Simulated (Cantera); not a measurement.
A Cantera script and what it prints.

```python
import numpy as np
import cantera as ct

gas_names = """
    CL CL2 H HCL H2 N NH NH2 NH3 N2 N2H2 N2H4 Si SiCL SiCL2 SiCL3 SiCL4 SiH SiHCL3 SiH2 SiH2CL2 SiH3
    SiH3CL SiH4 SiN Si2 Si2N Si3
""".split()
cond_names = """
    NH4CL(a) NH4CL(b) Si(cr) Si(L) Si3N4(a)
""".split()


# ... load() reads the species with a 1 bar reference pressure and builds the phases ...
atoms = {
    'SiCl4': {'Si': 1, 'CL': 4},
    'HCl': {'H': 1, 'CL': 1},
    'N2': {'N': 2},
}
top_T = {'Si3N4(a)': 2400}  # K; cautious upper limits of use, not melting points


# ... equilibrate(T, P, feed) seeds the gas with the atoms and calls Mixture.equilibrate('TP', solver="vcs", rtol=1e-11, max_steps=5000) ...
results = []
feed = {'SiCl4': 1, 'HCl': 0.42, 'N2': 260}  # mol
T = 1475  # K
P = 160000  # Pa
mix = equilibrate(T, P, feed)
results.append((T, P, feed, dict(zip(mix.species_names, mix.species_moles))))
x = sorted(zip(gas.X, gas.species_names), reverse=True)
print(f"T = {T:g} K  P = {P:g} Pa  gas = {mix.phase_moles(0):.4g} mol")
print("   x: " + "  ".join(f"{s} {v:.3e}" for v, s in x if v > 1e-05))
print("   condensed (mol): " + ("  ".join(f"{mix.phase(i).name} {mix.phase_moles(i):.4g}"
      for i in range(1, mix.n_phases) if mix.phase_moles(i) > 1e-12) or "none"))
```

Result:

```
T = 1475 K  P = 160000 Pa  gas = 261.4 mol
   x: N2 9.945e-01  SiCL4 3.774e-03  HCL 1.606e-03  CL 5.043e-05  SiCL3 4.924e-05
   condensed (mol): none
```

Equilibrium computed with Cantera from the NASA thermochemical tables; the gas is ideal and each condensed phase is pure. The tables' values for SiCl3 are old estimates; treat these amounts as uncertain.
